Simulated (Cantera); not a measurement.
## Gas activation for diamond growth

A perfectly stirred reactor is fed with CH4 : H2 : H = 0.047 : 1 : 0.0031 (molar parts), at 0.160 bar; it is held at 2750 K, and followed from long to short residence time.

Cantera simulation using GRI-Mech 3.0 (53 species, 325 reactions); the numbers are that mechanism's predictions, not measurements. GRI-Mech 3.0 stops at C3 and has no aromatics, soot or wall deposition, so with more carbon than oxygen in the feed, carbon stays in small species such as C2H2 where larger ones or solid carbon would form.

```tsv
τ (s)	x CH4	x H2	x H	x CH3	x C2H6	x C2H	x C2H2
24	1.02e-5	0.824	0.156	3.26e-5	5.57e-12	0.000424	0.0193
3.6	1.06e-5	0.824	0.156	3.38e-5	5.97e-12	0.000423	0.0193
0.56	1.28e-5	0.825	0.155	4.06e-5	8.57e-12	0.000420	0.0193
0.085	2.46e-5	0.831	0.149	7.40e-5	2.97e-11	0.000403	0.0194
0.013	9.95e-5	0.859	0.120	0.000232	4.08e-10	0.000317	0.0196
0.0020	0.000832	0.909	0.0695	0.00107	1.92e-8	0.000173	0.0195
0.00030	0.00501	0.931	0.0435	0.00394	4.72e-7	8.83e-5	0.0163
```
x: mole fraction; the columns are a selection and need not sum to one.
